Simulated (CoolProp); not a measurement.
Vapour-liquid equilibrium of ethane (1) + C2F6 (R116) (2) at -47.05 °C; x and y are mole fractions of (1).

Model: multi-fluid Helmholtz-energy mixture model, Bücker 2006 and Lemmon 2006; pair parameters Bell 2016, in CoolProp.

```
x     bubble pressure, mixture model (bar)  bubble pressure, Raoult's law (bar)  y, mixture model  y, Raoult's law
----  ------------------------------------  -----------------------------------  ----------------  ---------------
0.05                                 4.700                                4.253             0.144            0.072
0.2                                  6.089                                4.549             0.410            0.269
0.35                                 6.948                                4.844             0.542            0.443
0.5                                  7.354                                5.140             0.614            0.596
0.65                                 7.486                                5.436             0.666            0.732
0.8                                  7.394                                5.731             0.730            0.855
0.95                                 6.702                                6.027             0.883            0.966
```

The largest gap from Raoult's law is +43.4 % in bubble pressure, at x = 0.35. y crosses x between x = 0.65 and 0.8: the model has an azeotrope there.

Pair parameters are fitted to limited data, so mixtures are less certain than the pure fluids.
